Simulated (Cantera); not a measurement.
What does this Cantera script print?

```python
import numpy as np
import cantera as ct

gas_names = """
    CL CL2 H HCL H2 Si SiCL SiCL2 SiCL3 SiCL4 SiH SiHCL3 SiH2 SiH2CL2 SiH3 SiH3CL SiH4 Si2 Si3
""".split()
cond_names = """
    Si(cr) Si(L)
""".split()


def load(file, names, dense=False):
    # The tables refer to 1 bar. Condensed volumes are neglected.
    table = {s.name: s for s in ct.Species.list_from_file(file)}
    out = []
    for n in names:
        d = dict(table[n].input_data)
        d["thermo"] = dict(d["thermo"], **{"reference-pressure": 1e5})
        if dense:
            d["equation-of-state"] = {"model": "constant-volume", "density": "1e6 g/cm^3"}
        out.append(ct.Species.from_dict(d))
    return out


gas = ct.Solution(thermo="ideal-gas", species=load("nasa_gas.yaml", gas_names))
cond = {s.name: ct.Solution(thermo="fixed-stoichiometry", species=[s], name=s.name)
        for s in load("nasa_condensed.yaml", cond_names, dense=True)}
atoms = {
    'Si': {'Si': 1},
    'HCl': {'H': 1, 'CL': 1},
}
top_T = {}  # K; cautious upper limits of use, not melting points


def equilibrate(T, P, feed):
    n = {}
    for name, mol in feed.items():
        for a, k in atoms[name].items():
            n[a] = n.get(a, 0.0) + k * mol
    gas.TPX = T, P, n
    mass = sum(n.values()) * gas.mean_molecular_weight
    gas.equilibrate("TP")
    valid = [c for c in cond.values() if c.min_temp <= T <= top_T.get(c.name, c.max_temp)]
    mix = ct.Mixture([(gas, mass / gas.mean_molecular_weight)] + [(c, 0.0) for c in valid])
    mix.T, mix.P = T, P
    mix.equilibrate("TP", solver="gibbs", rtol=1e-10, max_steps=50000)
    return mix


results = []
T = 1073.15  # K
P = 1700  # Pa
for m in [1.6, 2.2, 2.9, 3.5, 4.2, 4.8, 5.5, 6.1, 6.8, 7.4]:
    feed = {'Si': 1, 'HCl': m}  # mol
    mix = equilibrate(T, P, feed)
    results.append((T, P, feed, dict(zip(mix.species_names, mix.species_moles))))
    x = sorted(zip(gas.X, gas.species_names), reverse=True)
    print(f"T = {T:g} K  P = {P:g} Pa  n(HCl) = {m:g} mol  gas = {mix.phase_moles(0):.4g} mol")
    print("   x: " + "  ".join(f"{s} {v:.3e}" for v, s in x if v > 1e-05))
    print("   condensed (mol): " + ("  ".join(f"{mix.phase(i).name} {mix.phase_moles(i):.4g}"
          for i in range(1, mix.n_phases) if mix.phase_moles(i) > 1e-12) or "none"))
```

Result:

```
T = 1073.15 K  P = 1700 Pa  n(HCl) = 1.6 mol  gas = 1.219 mol
   x: H2 6.091e-01  SiCL4 2.714e-01  HCL 5.976e-02  SiHCL3 3.393e-02  SiCL3 1.392e-02  SiCL2 1.142e-02  SiH2CL2 4.951e-04
   condensed (mol): Si(cr) 0.5964
T = 1073.15 K  P = 1700 Pa  n(HCl) = 2.2 mol  gas = 1.676 mol
   x: H2 6.091e-01  SiCL4 2.714e-01  HCL 5.976e-02  SiHCL3 3.393e-02  SiCL3 1.392e-02  SiCL2 1.142e-02  SiH2CL2 4.951e-04
   condensed (mol): Si(cr) 0.445
T = 1073.15 K  P = 1700 Pa  n(HCl) = 2.9 mol  gas = 2.209 mol
   x: H2 6.091e-01  SiCL4 2.714e-01  HCL 5.976e-02  SiHCL3 3.393e-02  SiCL3 1.392e-02  SiCL2 1.142e-02  SiH2CL2 4.951e-04
   condensed (mol): Si(cr) 0.2684
T = 1073.15 K  P = 1700 Pa  n(HCl) = 3.5 mol  gas = 2.666 mol
   x: H2 6.091e-01  SiCL4 2.714e-01  HCL 5.976e-02  SiHCL3 3.393e-02  SiCL3 1.392e-02  SiCL2 1.142e-02  SiH2CL2 4.951e-04
   condensed (mol): Si(cr) 0.1171
T = 1073.15 K  P = 1700 Pa  n(HCl) = 4.2 mol  gas = 3.227 mol
   x: H2 5.909e-01  SiCL4 2.770e-01  HCL 9.920e-02  SiHCL3 2.024e-02  SiCL3 8.430e-03  SiCL2 4.102e-03  SiH2CL2 1.726e-04
   condensed (mol): none
T = 1073.15 K  P = 1700 Pa  n(HCl) = 4.8 mol  gas = 3.809 mol
   x: H2 5.157e-01  SiCL4 2.515e-01  HCL 2.218e-01  SiHCL3 7.173e-03  SiCL3 3.199e-03  SiCL2 6.504e-04  SiH2CL2 2.388e-05
   condensed (mol): none
T = 1073.15 K  P = 1700 Pa  n(HCl) = 5.5 mol  gas = 4.505 mol
   x: H2 4.395e-01  HCL 3.385e-01  SiCL4 2.167e-01  SiHCL3 3.450e-03  SiCL3 1.667e-03  SiCL2 2.049e-04
   condensed (mol): none
T = 1073.15 K  P = 1700 Pa  n(HCl) = 6.1 mol  gas = 5.103 mol
   x: HCL 4.151e-01  H2 3.890e-01  SiCL4 1.925e-01  SiHCL3 2.213e-03  SiCL3 1.136e-03  SiCL2 1.072e-04
   condensed (mol): none
T = 1073.15 K  P = 1700 Pa  n(HCl) = 6.8 mol  gas = 5.803 mol
   x: HCL 4.849e-01  H2 3.427e-01  SiCL4 1.700e-01  SiHCL3 1.474e-03  SiCL3 8.060e-04  SiCL2 6.110e-05
   condensed (mol): none
T = 1073.15 K  P = 1700 Pa  n(HCl) = 7.4 mol  gas = 6.402 mol
   x: HCL 5.329e-01  H2 3.109e-01  SiCL4 1.544e-01  SiHCL3 1.105e-03  SiCL3 6.346e-04  SiCL2 4.170e-05
   condensed (mol): none
```

Cantera equilibrium calculation (NASA polynomials, part measured and part estimated; ideal gas, pure solids and liquids). The tables' values for SiCl3 are old estimates; treat these amounts as uncertain.
